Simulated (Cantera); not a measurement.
Mixture: CH4 : O2 : N2 = 1 : 1.54 : 5.78 (molar parts), at 100000 Pa, adiabatic and at constant volume. Ignition delay is the time to a rise of 400 K.

Detailed kinetics in Cantera: GRI-Mech 3.0 (53 species, 325 reactions).

Problem. What does this change do: 0.034 parts C2H6 added?

Solution. 
| quantity | before | after |
|---|---|---|
| delay at 1150 K | 0.105 s | 39.7 ms |
| delay at 1350 K | 6.73 ms | 3.06 ms |
| delay at 1550 K | 0.746 ms | 0.329 ms |
| delay at 1750 K | 0.148 ms | 67.5 µs |
| delay at 1950 K | 45.1 µs | 24.5 µs |
| apparent activation energy between 1750 and 1950 K | 170 kJ/mol | 140 kJ/mol |
